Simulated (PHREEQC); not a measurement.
Consider water at 60 °C with 0.00062 mol/kgw H2S and 0.0035 mol/kgw FeCl2. Closed to the air; pH follows from the charge balance.

Model: ion-association model, phreeqc.dat, run in PHREEQC.

Question: The ionic strength comes out as 0.0104 mol/kgw. What activity coefficients do Fe+2, FeCl+, H+, Cl-, HS- get?

Answer: Fe+2 0.65, FeCl+ 0.89, H+ 0.91, Cl- 0.89, HS- 0.89.

No solid was allowed to form. Away from 25 °C the constants follow the database's enthalpies or fits; those with neither stay at their 25 °C values.
